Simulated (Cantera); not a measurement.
A Cantera script and what it prints.

```python
import numpy as np
import cantera as ct

gas_names = """
    H HNO HNO2 HNO3 HO2 H2 H2O H2O2 N NH NH2 NH3 NH2OH NO NO2 NO3 N2 N2H2 N2H4 N2O O OH O2 O3 Si SiH
    SiH2 SiH3 SiH4 SiN SiO SiO2 Si2 Si2N Si3
""".split()
cond_names = """
    H2O(s) H2O(L) Si(cr) Si(L) SiO2(Lqz) SiO2(hqz) SiO2(L) Si2N2O(s) Si3N4(a)
""".split()


# ... load() reads the species with a 1 bar reference pressure and builds the phases ...
atoms = {
    'Si3N4': {'Si': 3, 'N': 4},
    'O2': {'O': 2},
    'H2': {'H': 2},
    'H2O': {'H': 2, 'O': 1},
}
top_T = {'Si2N2O(s)': 2100, 'Si3N4(a)': 2400}  # K; cautious upper limits of use, not melting points


# ... equilibrate(T, P, feed) seeds the gas with the atoms and calls Mixture.equilibrate('TP', solver="vcs", rtol=1e-11, max_steps=5000) ...
results = []
T = 975  # K
P = 74000  # Pa
for m in [0.38, 1.1, 1.7, 2.4, 3.1, 3.8, 4.5, 5.1, 5.8]:
    feed = {'Si3N4': 1, 'O2': 1, 'H2': 12, 'H2O': m}  # mol
    mix = equilibrate(T, P, feed)
    results.append((T, P, feed, dict(zip(mix.species_names, mix.species_moles))))
    x = sorted(zip(gas.X, gas.species_names), reverse=True)
    print(f"T = {T:g} K  P = {P:g} Pa  n(H2O) = {m:g} mol  gas = {mix.phase_moles(0):.4g} mol")
    print("   x: " + "  ".join(f"{s} {v:.3e}" for v, s in x if v > 0.001))
    print("   condensed (mol): " + ("  ".join(f"{mix.phase(i).name} {mix.phase_moles(i):.4g}"
          for i in range(1, mix.n_phases) if mix.phase_moles(i) > 1e-12) or "none"))
```

Result:

```
T = 975 K  P = 74000 Pa  n(H2O) = 0.38 mol  gas = 13.17 mol
   x: H2 9.397e-01  N2 6.016e-02
   condensed (mol): SiO2(hqz) 0.5863  Si2N2O(s) 1.207
T = 975 K  P = 74000 Pa  n(H2O) = 1.1 mol  gas = 14.13 mol
   x: H2 9.268e-01  N2 7.305e-02
   condensed (mol): SiO2(hqz) 1.066  Si2N2O(s) 0.9669
T = 975 K  P = 74000 Pa  n(H2O) = 1.7 mol  gas = 14.93 mol
   x: H2 9.173e-01  N2 8.252e-02
   condensed (mol): SiO2(hqz) 1.466  Si2N2O(s) 0.7669
T = 975 K  P = 74000 Pa  n(H2O) = 2.4 mol  gas = 15.86 mol
   x: H2 9.074e-01  N2 9.237e-02
   condensed (mol): SiO2(hqz) 1.933  Si2N2O(s) 0.5336
T = 975 K  P = 74000 Pa  n(H2O) = 3.1 mol  gas = 16.8 mol
   x: H2 8.987e-01  N2 1.011e-01
   condensed (mol): SiO2(hqz) 2.399  Si2N2O(s) 0.3003
T = 975 K  P = 74000 Pa  n(H2O) = 3.8 mol  gas = 17.73 mol
   x: H2 8.909e-01  N2 1.090e-01
   condensed (mol): SiO2(hqz) 2.866  Si2N2O(s) 0.06697
T = 975 K  P = 74000 Pa  n(H2O) = 4.5 mol  gas = 18.5 mol
   x: H2 8.648e-01  N2 1.081e-01  H2O 2.703e-02
   condensed (mol): SiO2(hqz) 3
T = 975 K  P = 74000 Pa  n(H2O) = 5.1 mol  gas = 19.1 mol
   x: H2 8.376e-01  N2 1.047e-01  H2O 5.760e-02
   condensed (mol): SiO2(hqz) 3
T = 975 K  P = 74000 Pa  n(H2O) = 5.8 mol  gas = 19.8 mol
   x: H2 8.080e-01  N2 1.010e-01  H2O 9.092e-02
   condensed (mol): SiO2(hqz) 3
```

Cantera equilibrium calculation (NASA polynomials, part measured and part estimated; ideal gas, pure solids and liquids).
